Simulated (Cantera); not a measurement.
Feed: 1 mol PbO, 2.5 mol CO, 4.9 mol N2.

Equilibrium computed with Cantera from the NASA thermochemical tables; the gas is ideal and each condensed phase is pure. Candidate condensed phases: C, Pb, PbO, PbO2, Pb3O4; 27 gas species. The numbers say what is thermodynamically allowed, not how fast it happens.

### Question
What condenses at these points (T in K, P in Pa): (2050, 52); (2350, 10); (2250, 7200); (2250, 52); (1350, 190000)?

### Answer
```
T (K)  P in Pa  condensed phases  Pb condensed (%)
-----  -------  ----------------  ----------------
2050        52          gas only               0.0
2350        10          gas only               0.0
2250      7200          gas only               0.0
2250        52          gas only               0.0
1350    190000                Pb              98.1
```
